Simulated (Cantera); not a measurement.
Feed: 1 mol Si, 3.9 mol H2, 2.4 mol Cl2, equilibrated at 625 °C and 9.30 bar.

These are equilibrium values from Cantera (NASA tables, ideal gas, pure condensed phases), not measurements of a reactor. Candidate condensed phases: Si; 19 gas species. Equilibrium is a limit: real reactors are often held back by kinetics, nucleation or transport.

Base state: H2 0.658, SiCl4 0.186, HCl 0.153, SiHCl3 0.00223 (mole fractions); condensed: gas only.

Problem. What changes in the equilibrium state with this change: Cl2 from 2.4 to 0.5 mol?

Solution. 
```tsv
species	before	after
H2	0.658	0.925
SiHCl3	0.00223	0.0394
SiCl4	0.186	0.0283
HCl	0.153	0.00185
SiH3Cl	<1e-9	0.000166
SiH2Cl2	2.52e-6	0.00518
Si(s), mol	0	0.700
```
The tables' values for SiCl3 are old estimates; treat these amounts as uncertain.

Problem. What changes in the equilibrium state with this change: temperature from 625 °C to 327 °C?

Solution. 
| species | before | after |
|---|---|---|
| H2 | 0.658 | 0.660 |
| SiCl4 | 0.186 | 0.189 |
| HCl | 0.153 | 0.151 |
| SiHCl3 | 0.00223 | 2.27e-5 |

Problem. What changes in the equilibrium state with this change: temperature from 625 °C to 675 °C?

Solution. 
| species | before | after |
|---|---|---|
| H2 | 0.658 | 0.657 |
| SiCl4 | 0.186 | 0.185 |
| HCl | 0.153 | 0.155 |
| SiCl3 | 3.63e-6 | 1.24e-5 |
| SiHCl3 | 0.00223 | 0.00355 |
The tables' values for SiCl3 are old estimates; treat these amounts as uncertain.
